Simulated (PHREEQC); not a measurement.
Solution (20 °C): 0.32 mmol/kgw CaSO4, 12 mmol/kgw Na2SO4 and 0.0054 mmol/kgw H4SiO4. It is in equilibrium with CO2 at log p = -3.4 (atm). Otherwise closed; pH follows from the charge balance.

Equilibrium calculation in PHREEQC: Pitzer model, pitzer.dat.

```json
[
 {"quantity": "pH", "before": "5.70", "after": "5.61"},
 {"quantity": "HCO3- (mol/kgw)", "before": "3.64e-6", "after": "2.83e-6"},
 {"quantity": "HSO4- (mol/kgw)", "before": "1.18e-6", "after": "2.06e-7"},
 {"quantity": "CO3-2 (mol/kgw)", "before": "1.37e-10", "after": "5.90e-11"},
 {"quantity": "SI of SiO2(a) (SiO2)", "before": "-2.56", "after": "-3.56"},
 {"quantity": "SI of Mirabilite (Na2SO4:10H2O)", "before": "-4.17", "after": "-6.86"}
]
```

Problem. Name the change that produced these shifts.
A. CaSO4 from 0.00032 to 6.4e-05 mol/kgw
B. temperature from 20 to 5 °C
C. diluted 10-fold with water
D. diluted 100-fold with water
E. CaSO4 left out

Solution. C, diluted 10-fold with water

This is a speciation only: nothing precipitates in the calculation.
